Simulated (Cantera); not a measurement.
Cantera run:

```python
import numpy as np
import cantera as ct

gas_names = """
    AL ALH ALI ALI3 ALO ALOH ALO2 ALO2H AL2 AL2I6 AL2O AL2O2 H HALO HI HO2 H2 H2O H2O2 I I2 O OH O2 O3
""".split()
cond_names = """
    AL(cr) AL(L) ALI3(s) ALI3(L) AL2O3(a) AL2O3(L) H2O(s) H2O(L) I2(cr) I2(L)
""".split()


def load(file, names, dense=False):
    # The tables refer to 1 bar. Condensed volumes are neglected.
    table = {s.name: s for s in ct.Species.list_from_file(file)}
    out = []
    for n in names:
        d = dict(table[n].input_data)
        d["thermo"] = dict(d["thermo"], **{"reference-pressure": 1e5})
        if dense:
            d["equation-of-state"] = {"model": "constant-volume", "density": "1e6 g/cm^3"}
        out.append(ct.Species.from_dict(d))
    return out


gas = ct.Solution(thermo="ideal-gas", species=load("nasa_gas.yaml", gas_names))
cond = {s.name: ct.Solution(thermo="fixed-stoichiometry", species=[s], name=s.name)
        for s in load("nasa_condensed.yaml", cond_names, dense=True)}
atoms = {
    'AlI3': {'AL': 1, 'I': 3},
    'O2': {'O': 2},
    'H2': {'H': 2},
}
top_T = {}  # K; cautious upper limits of use, not melting points


def equilibrate(T, P, feed):
    n = {}
    for name, mol in feed.items():
        for a, k in atoms[name].items():
            n[a] = n.get(a, 0.0) + k * mol
    gas.TPX = T, P, n
    mass = sum(n.values()) * gas.mean_molecular_weight
    gas.equilibrate("TP")
    valid = [c for c in cond.values() if c.min_temp <= T <= top_T.get(c.name, c.max_temp)]
    mix = ct.Mixture([(gas, mass / gas.mean_molecular_weight)] + [(c, 0.0) for c in valid])
    mix.T, mix.P = T, P
    mix.equilibrate("TP", solver="vcs", rtol=1e-11, max_steps=5000)
    return mix


results = []
feed = {'AlI3': 1, 'O2': 4.2, 'H2': 250}  # mol
T = 1800  # K
P = 100000  # Pa
mix = equilibrate(T, P, feed)
results.append((T, P, feed, dict(zip(mix.species_names, mix.species_moles))))
x = sorted(zip(gas.X, gas.species_names), reverse=True)
print(f"T = {T:g} K  P = {P:g} Pa  gas = {mix.phase_moles(0):.4g} mol")
print("   x: " + "  ".join(f"{s} {v:.3e}" for v, s in x if v > 1e-06))
print("   condensed (mol): " + ("  ".join(f"{mix.phase(i).name} {mix.phase_moles(i):.4g}"
      for i in range(1, mix.n_phases) if mix.phase_moles(i) > 1e-12) or "none"))
```

Result:

```
T = 1800 K  P = 100000 Pa  gas = 252.3 mol
   x: H2 9.604e-01  H2O 2.735e-02  HI 6.070e-03  I 5.816e-03  H 3.509e-04  I2 2.788e-06
   condensed (mol): AL2O3(a) 0.5
```

These are equilibrium values from Cantera (NASA tables, ideal gas, pure condensed phases), not measurements of a reactor. Gases not in the tables: Al(OH)3.
